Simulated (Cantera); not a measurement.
Input (Python, Cantera) and output of one run.

```python
import numpy as np
import cantera as ct

gas_names = """
    CL CLO CL2 O O2 O3 Ti TiCL TiCL2 TiCL3 TiCL4 TiO TiOCL TiOCL2 TiO2
""".split()
cond_names = """
    Ti(a) Ti(b) Ti(L) TiCL2(s) TiCL3(s) TiCL4(L) TiO(a) TiO(b) TiO(L) TiO2(ru) TiO2(L) Ti2O3(a) Ti2O3(b)
    Ti2O3(L) Ti3O5(a) Ti3O5(b) Ti3O5(L) Ti4O7(s) Ti4O7(L)
""".split()


# ... load() reads the species with a 1 bar reference pressure and builds the phases ...
atoms = {
    'TiO2': {'Ti': 1, 'O': 2},
    'Cl2': {'CL': 2},
    'O2': {'O': 2},
}
top_T = {'TiCL2(s)': 1300, 'TiCL3(s)': 1000}  # K; cautious upper limits of use, not melting points


# ... equilibrate(T, P, feed) seeds the gas with the atoms and calls Mixture.equilibrate('TP', solver="vcs", rtol=1e-11, max_steps=5000) ...
results = []
feed = {'TiO2': 1, 'Cl2': 35, 'O2': 6.7}  # mol
T = 1475  # K
for P in [1, 10, 100, 1000, 10000, 100000]:
    mix = equilibrate(T, P, feed)
    results.append((T, P, feed, dict(zip(mix.species_names, mix.species_moles))))

top = {s: max(r[3][s] / sum(r[3][g] for g in gas_names) for r in results) for s in gas_names}
cols = sorted((s for s in top if top[s] > 0.001), key=lambda s: -top[s])[:9]
seen = [c for c in cond_names if any(r[3].get(c, 0) > 1e-12 for r in results)]
print("log10 of partial pressures in bar; condensed amounts in mol")
print(f"{'P/Pa':>10s}" + "".join(f"{s[:9]:>10s}" for s in cols + seen))
for T, P, feed, n in results:
    ng = sum(n[g] for g in gas_names)
    print(f"{P:10.4g}" + "".join(f"{np.log10(max(n[s] / ng * P / 1e5, 1e-99)):10.3f}" for s in cols)
          + "".join(f"{n.get(c, 0):10.4g}" for c in seen))
```

Output:

```
log10 of partial pressures in bar; condensed amounts in mol
      P/Pa        CL       CL2        O2     TiCL4  TiO2(ru)
         1    -5.042    -7.468    -6.058   -12.183    0.9999
        10    -4.057    -5.498    -5.045    -9.255    0.9994
       100    -3.158    -3.700    -3.979    -6.727    0.9877
      1000    -2.453    -2.290    -2.876    -5.010    0.9503
     1e+04    -1.881    -1.146    -1.819    -3.778    0.9255
     1e+05    -1.358    -0.100    -0.799    -2.706    0.9161
```

Cantera equilibrium calculation (NASA polynomials, part measured and part estimated; ideal gas, pure solids and liquids).
